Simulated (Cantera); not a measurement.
Equilibrium for silicon oxide and oxynitride deposition: SiH4 + O3 + N2

Feed: 1 mol SiH4, 0.17 mol O3, a varied amount of N2, at 1827 °C and 12.0 Pa.

Cantera equilibrium calculation (NASA polynomials, part measured and part estimated; ideal gas, pure solids and liquids). Candidate condensed phases: H2O, Si, SiO2, Si2N2O, Si3N4; 35 gas species. The tables' values for SiN are old estimates; treat these amounts as uncertain. Rates play no part.

From 9 mol N2 to 150 mol N2 nothing is condensed. The main Si-bearing gas is SiO throughout.

```
n(N2) (mol)   x N2     x H2     x H    x SiO     x Si
-----------  -----  -------  ------  -------  -------
9            0.714    0.111  0.0949   0.0405   0.0387
33           0.894   0.0297  0.0490   0.0138   0.0132
57           0.933   0.0152  0.0351  0.00835  0.00800
81           0.951  0.00957  0.0278  0.00599  0.00574
100          0.959  0.00715  0.0241  0.00489  0.00469
130          0.968  0.00492  0.0199  0.00380  0.00364
150          0.972  0.00398  0.0179  0.00330  0.00317
```
x: gas mole fraction; nothing condenses.
